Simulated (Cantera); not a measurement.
**Premixed flame**

A freely propagating, adiabatic, planar premixed flame of H2 : O2 : N2 : H2O = 1 : 0.455 : 2.09 : 0.075 (molar parts), unburnt at 550 K and 0.612 atm; mixture-averaged transport, grid criteria slope 0.08 and curve 0.16, no radiation.

Detailed kinetics in Cantera: the H2/O2 subset of GRI-Mech 3.0, which has no nitrogen chemistry. Burning velocities carry a grid error of a few per cent, more on coarse grids.

```csv
z (mm),T (K),u (m/s),x H2,x O2,x H2O,x H,x HO2,x OH
-2.66,550,5.29,0.276,0.126,0.0207,<1e-8,<1e-8,<1e-8
-1.77,550,5.29,0.276,0.126,0.0207,<1e-8,<1e-8,<1e-8
-1.33,550,5.29,0.276,0.126,0.0207,<1e-8,<1e-8,<1e-8
-0.886,550,5.29,0.276,0.126,0.0207,<1e-8,1.11e-7,<1e-8
-0.443,559,5.36,0.273,0.126,0.0212,6.45e-5,0.000144,2.18e-5
-0.222,744,6.98,0.244,0.121,0.0372,0.00455,0.000150,0.000624
0,1170,10.6,0.146,0.0844,0.119,0.0346,5.55e-5,0.00269
0.222,1462,13.1,0.0660,0.0337,0.210,0.0563,1.93e-5,0.00740
0.443,1596,14.2,0.0515,0.0211,0.233,0.0531,1.09e-5,0.00984
0.886,1736,15.3,0.0502,0.0169,0.243,0.0422,7.49e-6,0.0116
1.77,1879,16.4,0.0491,0.0136,0.254,0.0307,5.14e-6,0.0125
3.55,2015,17.4,0.0461,0.0102,0.265,0.0208,3.35e-6,0.0123
7.09,2132,18.3,0.0419,0.00707,0.277,0.0133,2.07e-6,0.0110
```
x: mole fraction of selected species; z is measured from the peak of heat release.

```json
{
 "laminar_burning_velocity": "529 cm/s",
 "thermal_thickness": "0.886 mm",
 "peak x(H)": "0.0566",
 "peak x(HO2)": "0.000225",
 "peak x(OH)": "0.0126",
 "grid_points": "137"
}
```
